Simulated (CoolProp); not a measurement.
Properties of octamethyltrisiloxane (MDM) at several states.

Model: reference Helmholtz-energy equation of state, Thol 2017, in CoolProp.

| T (°C) | p (MPa) | phase | density (kg/m³) | speed of sound (m/s) | Joule-Thomson coefficient (K/MPa) | expansivity (1/kK) |
|---|---|---|---|---|---|---|
| 206.05 | 0.0395 | gas | 2.387 | (withheld) | 15.14 | 2.229 |
| 49.85 | 7.82 | liquid | 802.6 | 897.1 | -0.4238 | 1.170 |
| 90.95 | 0.637 | liquid | 748.2 | (withheld) | (withheld) | (withheld) |

Q: Some entries are withheld; supply them.

A: 
- 206.05, speed of sound (m/s): 128.8
- 90.95, speed of sound (m/s): 704.1
- 90.95, Joule-Thomson coefficient (K/MPa): -0.3276
- 90.95, expansivity (1/kK): 1.438
